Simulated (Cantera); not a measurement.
An isothermal, constant-pressure homogeneous reactor starts with 1.37 % CH3OH, 0.715 % O2, 97.9 % N2, equivalence ratio 2.9, at 1350 K and 0.580 bar.

Computed with Cantera and GRI-Mech 3.0 (53 species, 325 reactions). GRI-Mech 3.0 was tuned for natural gas; its chemistry of methanol as a main component is partial and can be far from experiment.

x: mole fraction; the columns are a selection and need not sum to one.

```csv
t (s),x CH3OH,x O2,x NO,x CO2,x C2H4,x HCN,x HO2
5.00e-6,0.0137,0.00715,<1e-12,…,<1e-12,<1e-12,1.48e-8
2.06e-5,0.0137,0.00715,<1e-12,…,5.82e-12,<1e-12,2.65e-7
8.48e-5,0.0137,0.00715,<1e-12,…,1.04e-10,<1e-12,1.61e-6
0.000349,0.0137,0.00714,<1e-12,…,1.52e-9,<1e-12,7.96e-6
0.00144,0.0135,0.00707,4.57e-12,…,7.49e-9,5.69e-12,3.80e-5
0.00592,0.000497,0.00277,8.73e-10,…,2.79e-8,8.41e-10,3.07e-5
0.0244,<1e-12,1.34e-7,1.31e-7,0.00329,<1e-12,1.08e-8,3.50e-11
0.100,<1e-12,5.51e-9,1.32e-7,0.00337,<1e-12,1.03e-8,1.65e-12
0.413,<1e-12,2.95e-10,1.20e-7,0.00337,<1e-12,1.01e-8,<1e-12
1.70,<1e-12,1.69e-11,7.41e-8,0.00337,<1e-12,9.87e-9,<1e-12
7.00,<1e-12,1.02e-12,2.66e-8,0.00336,<1e-12,9.72e-9,<1e-12
```

**Question.** Some entries are withheld; supply them.

**Answer.** 
- 5.00e-6, x CO2: 5.63e-9
- 2.06e-5, x CO2: 4.06e-8
- 8.48e-5, x CO2: 1.92e-7
- 0.000349, x CO2: 8.13e-7
- 0.00144, x CO2: 3.35e-6
- 0.00592, x CO2: 0.000297
